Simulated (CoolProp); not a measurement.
The numbers come from the reference Helmholtz-energy equation of state, Thol 2015 in CoolProp.

Problem. Give the vapour pressure (kPa), enthalpy of vaporisation (kJ/kg), liquid cp (kJ/(kg K)) of saturated octamethylcyclotetrasiloxane (D4) at 386, 423.1 K.

Solution. 
```
T (K)  p (kPa)  enthalpy of vaporisation (kJ/kg)  liquid cp (kJ/(kg K))
-----  -------  --------------------------------  ---------------------
386       14.5                               154                   1.84
423.1     50.0                               141                   1.93
```
